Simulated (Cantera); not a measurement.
Feed: 1 mol Fe2O3, 0.31 mol C, 0.055 mol CO, at 1000 K and 0.143 Torr.

Method: chemical equilibrium by Gibbs-energy minimisation in Cantera with the NASA 1993 tables (ideal gas, pure condensed phases). Candidate condensed phases: C, Fe, Fe(CO)5, FeO, Fe2O3, Fe3O4; 15 gas species. The tables' stoichiometric FeO is somewhat more stable than real wüstite, so its field is too wide. FeO: taken at fixed stoichiometry. Equilibrium is a limit: real reactors are often held back by kinetics, nucleation or transport.

Base state: CO2 0.946, CO 0.0541 (mole fractions); condensed: FeO(s) + Fe3O4(s).

**Question.** What changes in the equilibrium state with this change: 0.042 mol CH4 added?

**Answer.** 
```tsv
species	before	after
CO2	0.946	0.784
H2O	0	0.158
CO	0.0541	0.0449
H2	0	0.0130
FeO(s), mol	0.966	1.44
Fe3O4(s), mol	0.345	0.185
```
Further candidate phases: C6H6, C7H8, C8H18, Fe(OH)2, Fe(OH)3, H2O.

**Question.** What changes in the equilibrium state with this change: C from 0.31 to 0.86 mol?

**Answer.** 
```csv
species,before,after
CO,0.0541,0.796
CO2,0.946,0.204
"FeO(s), mol",0.966,1.95
"Fe3O4(s), mol",0.345,0
"Fe(α), mol",0,0.0468
```
